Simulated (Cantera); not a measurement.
Feed: 1 mol SiH2Cl2, 270 mol H2, at 4.00 mbar.

These are equilibrium values from Cantera (NASA tables, ideal gas, pure condensed phases), not measurements of a reactor. Candidate condensed phases: Si; 19 gas species. The numbers say what is thermodynamically allowed, not how fast it happens. All values below are at 1398 K.

Base state: H2 0.993, HCl 0.00706, SiCl2 0.000148, H 7.45e-5 (mole fractions); condensed: Si(s).

**Question.** What changes in the equilibrium state with this change: SiH2Cl2 replaced by Si2H6?

**Answer.** 
| species | before | after |
|---|---|---|
| H2 | 0.993 | 1.000 |
| H | 7.45e-5 | 7.48e-5 |
| HCl | 0.00706 | 0 |
| SiCl2 | 0.000148 | 0 |
| Si(s), mol | 0.959 | 2.00 |
The feed counts by its element totals alone.
